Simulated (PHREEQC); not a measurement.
## Copper plating or etch bath

Consider water at 25 °C and 10 atm with 0.19 mol Cu(NO3)2 per kg of water. Closed to the air; pH follows from the charge balance.

All values are PHREEQC results (ion-association model, phreeqc.dat), not measurements.

Precipitation was switched off in this run.

Estimate the pH, density.

pH 4.10; density 1.026 g/cm³.
